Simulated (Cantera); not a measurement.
Mixture: 4.00 % CH₃OH, 12.5 % O₂, 83.5 % N₂, equivalence ratio 0.48, at 24.0 bar, adiabatic and at constant volume. Ignition delay is the time to a rise of 400 K.

Computed with Cantera and GRI-Mech 3.0 (53 species, 325 reactions). GRI-Mech 3.0 was tuned for natural gas; its chemistry of methanol as a main component is partial and can be far from experiment. The pressure lies above the range GRI-Mech 3.0 was tuned for (to about 10 atm).

Problem. Predict: delay at 1300 K; delay at 1400 K; delay at 1500 K; delay at 1600 K; delay at 1700 K; delay at 1800 K; delay at 1900 K; apparent activation energy between 1700 and 1900 K.

Solution. 
```
Property                                                Result
--------------------------------------------------  ----------
delay at 1300 K                                       0.240 ms
delay at 1400 K                                        67.3 µs
delay at 1500 K                                        23.8 µs
delay at 1600 K                                        10.1 µs
delay at 1700 K                                        4.92 µs
delay at 1800 K                                        2.64 µs
delay at 1900 K                                        1.56 µs
apparent activation energy between 1700 and 1900 K  150 kJ/mol
```
